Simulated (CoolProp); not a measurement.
Vapour-liquid equilibrium of methanol (1) + ethylbenzene (2) at 9.53 bar; x and y are mole fractions of (1).

The numbers come from the multi-fluid Helmholtz-energy mixture model, de Reuck 1993 and Zhou 2012; pair parameters Bell 2016 in CoolProp.

| x | bubble temperature, mixture model (K) | bubble temperature, Raoult's law (K) | y, mixture model | y, Raoult's law |
|---|---|---|---|---|
| 0.05 | ___ | 497.6 | 0.399 | 0.328 |
| 0.15 | ___ | 472.2 | 0.703 | 0.622 |
| 0.25 | ___ | 456.2 | 0.794 | 0.758 |
| 0.35 | ___ | 444.8 | 0.835 | 0.836 |
| 0.45 | 422.9 | 436.0 | 0.859 | 0.886 |
| 0.55 | 419.6 | 428.9 | 0.877 | 0.921 |
| 0.65 | 416.8 | 423.0 | 0.896 | 0.947 |
| 0.75 | 414.3 | 417.9 | ___ | 0.967 |
| 0.85 | 411.7 | 413.5 | ___ | 0.982 |
| 0.95 | ___ | 409.7 | 0.978 | 0.995 |

**Question.** Some entries are withheld; supply them.

**Answer.** 
- 0.05, bubble temperature, mixture model (K): 485.5
- 0.15, bubble temperature, mixture model (K): 450.2
- 0.25, bubble temperature, mixture model (K): 435.1
- 0.35, bubble temperature, mixture model (K): 427.5
- 0.75, y, mixture model: 0.916
- 0.85, y, mixture model: 0.942
- 0.95, bubble temperature, mixture model (K): 409.1

The largest gap from Raoult's law is -22.0 K in bubble temperature, at x = 0.15. No azeotrope shows between x = 0.05 and 0.95.

The pair parameters rest on a limited set of measurements; away from them the model extrapolates. With so large a gap from Raoult's law the liquid may split in two, which this calculation doesn't test in full.
